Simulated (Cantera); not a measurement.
Adiabatic ignition

An adiabatic, constant-pressure homogeneous reactor starts with 2.14 % C3H8, 20.5 % O2, 77.3 % N2, at 1350 K and 3.45 atm.

Cantera simulation using GRI-Mech 3.0 (53 species, 325 reactions); the numbers are that mechanism's predictions, not measurements. GRI-Mech 3.0 was tuned for natural gas; its chemistry of propane as a main component is partial and can be far from experiment.

```tsv
t (s)	T (K)	x C3H8	x O2	x CH2	x C2H2	x NO2	x HO2	x C2H
2.00e-6	1350	0.0213	0.205	1.97e-11	1.67e-11	<1e-12	5.51e-6	<1e-12
7.48e-6	1350	0.0213	0.205	2.94e-10	8.29e-10	<1e-12	2.26e-5	<1e-12
2.80e-5	1349	0.0208	0.205	3.48e-9	7.49e-8	<1e-12	2.95e-5	<1e-12
0.000105	1352	0.0184	0.203	7.24e-9	2.81e-6	<1e-12	4.61e-5	1.26e-12
0.000391	2403	<1e-12	0.0955	<1e-12	<1e-12	2.19e-7	7.46e-6	<1e-12
0.00146	2405	<1e-12	0.0951	<1e-12	<1e-12	1.08e-6	7.47e-6	<1e-12
0.00547	2401	<1e-12	0.0940	<1e-12	<1e-12	3.96e-6	7.31e-6	<1e-12
0.0205	2391	<1e-12	0.0914	<1e-12	<1e-12	1.04e-5	6.97e-6	<1e-12
0.0765	2385	<1e-12	0.0897	<1e-12	<1e-12	1.45e-5	6.76e-6	<1e-12
0.286	2385	<1e-12	0.0897	<1e-12	<1e-12	1.46e-5	6.76e-6	<1e-12
1.07	2385	<1e-12	0.0897	<1e-12	<1e-12	1.46e-5	6.76e-6	<1e-12
4.00	2385	<1e-12	0.0897	<1e-12	<1e-12	1.46e-5	6.76e-6	<1e-12
```
x: mole fraction; the columns are a selection and need not sum to one.

| Quantity | Value |
|---|---|
| time of steepest temperature rise | 0.227 ms |
| temperature at 4.00 s | 2385 K |
| equilibrium temperature | 2385 K |
| x(C3H8) at 4.00 s | <1e-12 (gas-phase equilibrium <1e-12) |
| x(O2) at 4.00 s | 0.0897 (gas-phase equilibrium 0.0897) |
| x(CH2) at 4.00 s | <1e-12 (gas-phase equilibrium <1e-12) |
